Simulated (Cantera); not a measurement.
A perfectly stirred reactor is fed with C2H6 : H2 = 1 : 3.9 (molar parts), at 0.00217 atm; it is held at 1573 K, and followed from long to short residence time.

Detailed kinetics in Cantera: GRI-Mech 3.0 (53 species, 325 reactions). GRI-Mech 3.0 stops at C3 and has no aromatics, soot or wall deposition, so with more carbon than oxygen in the feed, carbon stays in small species such as C2H2 where larger ones or solid carbon would form. Radical loss at walls, strong at low pressure, is not modelled.

### Question
Predict: x(C2H6) at τ = 1.90 s; x(H2) at τ = 1.90 s; x(C2H) at τ = 1.90 s; x(CH4) at τ = 1.90 s; x(CH3) at τ = 1.90 s; x(C2H6) at τ = 0.110 s; x(H2) at τ = 0.110 s; x(C2H) at τ = 0.110 s; x(CH4) at τ = 0.110 s; x(CH3) at τ = 0.110 s.

### Answer
| Item | Result |
|---|---|
| x(C2H6) at τ = 1.90 s | 0.000287 |
| x(H2) at τ = 1.90 s | 0.806 |
| x(C2H) at τ = 1.90 s | 5.50e-7 |
| x(CH4) at τ = 1.90 s | 0.0713 |
| x(CH3) at τ = 1.90 s | 0.00238 |
| x(C2H6) at τ = 0.110 s | 0.00381 |
| x(H2) at τ = 0.110 s | 0.753 |
| x(C2H) at τ = 0.110 s | 5.13e-7 |
| x(CH4) at τ = 0.110 s | 0.144 |
| x(CH3) at τ = 0.110 s | 0.00759 |
